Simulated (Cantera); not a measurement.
What does this Cantera script print?

```python
import numpy as np
import cantera as ct

gas_names = [...]  # 95 gases of nasa_gas.yaml made of C, F, H
cond_names = """
    C(gr) C6H6(L) C7H8(L) C8H18(L),n-octa
""".split()


# ... load() reads the species with a 1 bar reference pressure and builds the phases ...
atoms = {
    'CF4': {'C': 1, 'F': 4},
    'F2': {'F': 2},
    'H2': {'H': 2},
}
top_T = {'C(gr)': 4500}  # K; cautious upper limits of use, not melting points


# ... equilibrate(T, P, feed) seeds the gas with the atoms and calls Mixture.equilibrate('TP', solver="vcs", rtol=1e-11, max_steps=5000) ...
results = []
feed = {'CF4': 1, 'F2': 0.021, 'H2': 17}  # mol
P = 133.322  # Pa
for T in [2223, 2273, 2323, 2373, 2423, 2473, 2523, 2573, 2623, 2673, 2723, 2773, 2823]:
    mix = equilibrate(T, P, feed)
    results.append((T, P, feed, dict(zip(mix.species_names, mix.species_moles))))

top = {s: max(r[3][s] / sum(r[3][g] for g in gas_names) for r in results) for s in gas_names}
cols = sorted((s for s in top if top[s] > 1e-06), key=lambda s: -top[s])[:5]
seen = [c for c in cond_names if any(r[3].get(c, 0) > 1e-12 for r in results)]
print("log10 of partial pressures in bar; condensed amounts in mol")
print(f"{'T/K':>10s}" + "".join(f"{s[:9]:>10s}" for s in cols + seen))
for T, P, feed, n in results:
    ng = sum(n[g] for g in gas_names)
    print(f"{T:10.4g}" + "".join(f"{np.log10(max(n[s] / ng * P / 1e5, 1e-99)):10.3f}" for s in cols)
          + "".join(f"{n.get(c, 0):10.4g}" for c in seen))
```

Result:

```
log10 of partial pressures in bar; condensed amounts in mol
       T/K         H        H2        HF        C3 C2H2,acet     C(gr)
      2223    -3.722    -3.057    -3.580    -8.417    -5.594    0.9207
      2273    -3.616    -3.081    -3.589    -7.996    -5.504    0.8996
      2323    -3.518    -3.111    -3.600    -7.594    -5.426    0.8748
      2373    -3.429    -3.147    -3.614    -7.209    -5.358    0.8459
      2423    -3.347    -3.192    -3.629    -6.841    -5.303    0.8117
      2473    -3.274    -3.245    -3.645    -6.488    -5.261    0.7694
      2523    -3.210    -3.308    -3.664    -6.150    -5.232    0.7124
      2573    -3.155    -3.381    -3.683    -5.825    -5.217    0.6258
      2623    -3.108    -3.465    -3.703    -5.513    -5.217    0.4793
      2673    -3.070    -3.560    -3.724    -5.213    -5.230    0.2136
      2723    -3.039    -3.663    -3.744    -5.050    -5.338         0
      2773    -3.014    -3.771    -3.763    -5.037    -5.547         0
      2823    -2.995    -3.885    -3.781    -5.045    -5.773         0
```

Cantera equilibrium calculation (NASA polynomials, part measured and part estimated; ideal gas, pure solids and liquids).
